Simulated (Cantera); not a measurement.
An isothermal, constant-pressure homogeneous reactor starts with 7.77 % H₂, 4.85 % O₂, 87.4 % N₂, equivalence ratio 0.80, at 975 K and 100000 Pa.

Detailed kinetics in Cantera: the H2/O2 subset of GRI-Mech 3.0, which has no nitrogen chemistry. The temperature is held fixed by assumption; the heat of reaction is taken as removed at once.

x: mole fraction; the columns are a selection and need not sum to one.

```tsv
t (s)	x H₂	x O₂	x H	x OH	x HO₂	x H₂O
7.00e-6	0.0777	0.0485	8.57e-12	<1e-12	1.07e-11	<1e-12
3.54e-5	0.0777	0.0485	4.33e-11	1.59e-12	7.74e-11	2.94e-11
0.000179	0.0777	0.0485	3.69e-10	1.47e-11	…	…
0.000906	0.0777	0.0485	7.90e-8	3.23e-9	4.30e-7	5.23e-7
0.00458	0.00804	0.0141	1.95e-5	6.30e-6	1.53e-5	0.0724
0.0232	0.00676	0.0134	9.96e-7	3.54e-7	1.18e-5	0.0738
0.117	…	…	…	…	…	0.0764
0.593	0.000835	0.0105	9.13e-8	1.90e-7	4.67e-6	0.0799
3.00	4.75e-5	0.0101	1.37e-9	4.18e-8	6.34e-7	0.0808
```

Q: Some entries are withheld; supply them.

A: 
- 0.000179, x HO₂: 1.27e-9
- 0.000179, x H₂O: 1.20e-9
- 0.117, x H₂: 0.00420
- 0.117, x O₂: 0.0122
- 0.117, x H: 6.19e-7
- 0.117, x OH: 3.21e-7
- 0.117, x HO₂: 9.84e-6
